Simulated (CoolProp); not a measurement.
Properties of n-perfluorohexane along the isobar 9.3 bar (Tc = 174.9 °C, pc = 17.42 bar, ω = 0.497).

The numbers come from the reference Helmholtz-energy equation of state, Gao 2022 in CoolProp.

| T (°C) | phase | speed of sound (m/s) | expansivity (1/kK) |
|---|---|---|---|
| -65.75 | liquid | 756.2 | 1.458 |
| -60.55 | liquid | 742.8 | 1.459 |
| -55.25 | liquid | 729.1 | 1.462 |
| -49.95 | liquid | 715.5 | 1.466 |
| -44.65 | liquid | 701.9 | 1.471 |
| -39.45 | liquid | 688.6 | 1.478 |
| -34.15 | liquid | 675.0 | 1.487 |
| -28.85 | liquid | 661.4 | 1.497 |
| -23.65 | liquid | 648.1 | 1.508 |
| -18.35 | liquid | 634.5 | 1.522 |
| -13.05 | liquid | 620.9 | 1.537 |
